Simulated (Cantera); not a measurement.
Source: NASA polynomial tables (part measured, part estimated), evaluated in Cantera. Values are per mole of reaction as written; species without (g) are pure solids or liquids, kept so even where they would boil at 1 bar. TaC: taken at fixed stoichiometry.

Ta₂O₅ + 7 C ⇌ 5 CO(g) + 2 TaC, with ΔH° = 1205.2 kJ and ΔS° = 889.9 J/K at 300 K.

Task: How far is the shortcut ΔG° ≈ ΔH°(300 K) − T·ΔS°(300 K) from the full temperature-dependent value at 1750, 1850, 1950, 2050, 2150, 2250, 2350, 2450 K?

Result: 
```
T (K)  shortcut (kJ)  full (kJ)  difference (kJ)  difference in log10 K               condensed phases
-----  -------------  ---------  ---------------  ---------------------  -----------------------------
1750          -352.1     -305.6            -46.4                   1.39  Ta₂O₅(s), C(graphite), TaC(s)
1850          -441.1     -387.3            -53.8                   1.52  Ta₂O₅(s), C(graphite), TaC(s)
1950          -530.1     -468.5            -61.5                   1.65  Ta₂O₅(s), C(graphite), TaC(s)
2050          -619.0     -549.4            -69.7                   1.77  Ta₂O₅(s), C(graphite), TaC(s)
2150          -708.0     -624.4            -83.6                   2.03  Ta₂O₅(l), C(graphite), TaC(s)
2250          -797.0     -698.4            -98.6                   2.29  Ta₂O₅(l), C(graphite), TaC(s)
2350          -886.0     -772.0           -114.1                   2.54  Ta₂O₅(l), C(graphite), TaC(s)
2450          -975.0     -845.0           -130.0                   2.77  Ta₂O₅(l), C(graphite), TaC(s)
```
The shortcut ignores heat capacities and the phase changes listed.
